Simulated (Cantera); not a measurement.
Input (Python, Cantera) and output of one run.

```python
import numpy as np
import cantera as ct

gas_names = """
    CL CL2 H HCL H2 Si SiCL SiCL2 SiCL3 SiCL4 SiH SiHCL3 SiH2 SiH2CL2 SiH3 SiH3CL SiH4 Si2 Si3
""".split()
cond_names = """
    Si(cr) Si(L)
""".split()


# ... load() reads the species with a 1 bar reference pressure and builds the phases ...
atoms = {
    'SiHCl3': {'Si': 1, 'H': 1, 'CL': 3},
    'HCl': {'H': 1, 'CL': 1},
    'H2': {'H': 2},
}
top_T = {}  # K; cautious upper limits of use, not melting points


# ... equilibrate(T, P, feed) seeds the gas with the atoms and calls Mixture.equilibrate('TP', solver="vcs", rtol=1e-11, max_steps=5000) ...
results = []
T = 923.15  # K
P = 133.322  # Pa
for m in [66, 250, 430, 610, 790, 970, 1200, 1300, 1500, 1700, 1900]:
    feed = {'SiHCl3': 1, 'HCl': 1.5, 'H2': m}  # mol
    mix = equilibrate(T, P, feed)
    results.append((T, P, feed, dict(zip(mix.species_names, mix.species_moles))))

top = {s: max(r[3][s] / sum(r[3][g] for g in gas_names) for r in results) for s in gas_names}
cols = sorted((s for s in top if top[s] > 1e-06), key=lambda s: -top[s])[:9]
seen = [c for c in cond_names if any(r[3].get(c, 0) > 1e-12 for r in results)]
print("log10 of partial pressures in bar; condensed amounts in mol")
print(f"{'n(H2)':>10s}" + "".join(f"{s[:9]:>10s}" for s in cols + seen))
for T, P, feed, n in results:
    ng = sum(n[g] for g in gas_names)
    print(f"{feed['H2']:10.4g}" + "".join(f"{np.log10(max(n[s] / ng * P / 1e5, 1e-99)):10.3f}" for s in cols)
          + "".join(f"{n.get(c, 0):10.4g}" for c in seen))
```

Result:

```
log10 of partial pressures in bar; condensed amounts in mol
     n(H2)        H2       HCL     SiCL4    SiHCL3     SiCL2     SiCL3   SiH2CL2    Si(cr)
        66    -2.888    -4.637    -4.873    -5.572    -6.228    -6.352    -7.280    0.1153
       250    -2.881    -4.852    -5.750    -6.226    -6.666    -7.010    -7.710    0.4866
       430    -2.879    -4.978    -6.258    -6.606    -6.920    -7.391    -7.963    0.6842
       610    -2.878    -5.080    -6.665    -6.911    -7.124    -7.697    -8.165     0.797
       790    -2.877    -5.166    -7.011    -7.170    -7.297    -7.956    -8.338    0.8623
       970    -2.877    -5.240    -7.310    -7.394    -7.446    -8.180    -8.487    0.9014
      1200    -2.877    -5.322    -7.638    -7.640    -7.611    -8.427    -8.651     0.931
      1300    -2.877    -5.354    -7.766    -7.736    -7.674    -8.522    -8.714    0.9397
      1500    -2.876    -5.412    -7.998    -7.909    -7.790    -8.696    -8.830    0.9525
      1700    -2.876    -5.464    -8.204    -8.064    -7.893    -8.851    -8.933    0.9613
      1900    -2.876    -5.510    -8.389    -8.203    -7.986    -8.990    -9.026    0.9676
```

These are equilibrium values from Cantera (NASA tables, ideal gas, pure condensed phases), not measurements of a reactor. The tables' values for SiCl3 are old estimates; treat these amounts as uncertain.
